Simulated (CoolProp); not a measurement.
Properties of R236FA along the isotherm 400 K.

The numbers come from the reference Helmholtz-energy equation of state, Pan 2012 in CoolProp.

| p (MPa) | phase | Z | cv (kJ/(kg K)) | viscosity (µPa s) | Prandtl number |
|---|---|---|---|---|---|
| 0.997 | gas | 0.8847 | [?] | 15.1 | 0.717 |
| 1.99 | gas | 0.7428 | 0.9945 | 16.1 | 0.816 |
| 2.99 | gas | [?] | 1.072 | 20.0 | 1.38 |
| 3.99 | supercritical | 0.2156 | 1.054 | [?] | 3.22 |
| 4.99 | supercritical | [?] | 1.032 | 83.0 | [?] |
| 5.98 | supercritical | 0.2850 | 1.024 | 91.7 | 2.87 |
| 6.98 | supercritical | 0.3224 | 1.019 | 98.8 | 2.87 |
| 7.98 | supercritical | 0.3597 | 1.016 | 105 | 2.88 |
| 8.97 | supercritical | 0.3965 | 1.014 | 111 | 2.90 |
| 9.97 | supercritical | 0.4333 | [?] | 116 | [?] |
| 11 | supercritical | 0.4709 | 1.011 | 121 | 2.95 |
| 12 | supercritical | 0.5071 | 1.010 | 125 | 2.98 |
| 13 | supercritical | 0.5430 | 1.009 | 130 | 3.00 |
| 14 | supercritical | 0.5786 | 1.008 | 134 | 3.03 |
| 15 | supercritical | 0.6140 | 1.008 | 138 | 3.06 |
| 16 | supercritical | 0.6491 | 1.007 | 142 | 3.10 |

Problem. What belongs in the gaps?

Solution. 
- 0.997, cv (kJ/(kg K)): 0.9586
- 2.99, Z: 0.5187
- 3.99, viscosity (µPa s): 70.3
- 4.99, Z: 0.2485
- 4.99, Prandtl number: 2.93
- 9.97, cv (kJ/(kg K)): 1.012
- 9.97, Prandtl number: 2.92

Viscosity comes from a separate model (Huber 2003), an estimate that may be off by 10 % or more. Thermal conductivity comes from a separate model (Huber 2003), an estimate that may be off by 10 % or more.
